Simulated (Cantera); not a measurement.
A perfectly stirred reactor is fed with 11.6 % CO, 2.09 % H₂, 13.7 % O₂, 72.6 % N₂, at 39000 Pa; it is adiabatic with a 350 K inlet, and is followed from long to short residence time, starting on the burning branch (τ in s: 0.43, 0.18, 0.076, 0.032, 0.014, 0.0058, 0.0025, 0.001, 0.00044, 0.00019, 7.9e-05).

Computed with Cantera and GRI-Mech 3.0 (53 species, 325 reactions).

Question: Predict: blow-out, bracketed by the residence times tried; x(CO) at τ = 0.430 s; x(H₂) at τ = 0.430 s; x(O₂) at τ = 0.430 s; x(N₂O) at τ = 0.430 s; x(H₂O₂) at τ = 0.430 s; x(CO) at τ = 5.80 ms; x(H₂) at τ = 5.80 ms; x(O₂) at τ = 5.80 ms; x(N₂O) at τ = 5.80 ms; x(H₂O₂) at τ = 5.80 ms.

Answer: 
```json
{
  "blow_out_bracketed_by_the_residence_times_tried": "burning at 5.80 ms, out at 2.50 ms",
  "x(CO) at τ = 0.430 s": "0.00130",
  "x(H₂) at τ = 0.430 s": "6.39e-5",
  "x(O₂) at τ = 0.430 s": "0.0738",
  "x(N₂O) at τ = 0.430 s": "4.38e-7",
  "x(H₂O₂) at τ = 0.430 s": "5.92e-8",
  "x(CO) at τ = 5.80 ms": "0.0196",
  "x(H₂) at τ = 5.80 ms": "0.000710",
  "x(O₂) at τ = 5.80 ms": "0.0809",
  "x(N₂O) at τ = 5.80 ms": "1.69e-7",
  "x(H₂O₂) at τ = 5.80 ms": "4.58e-7"
}
```
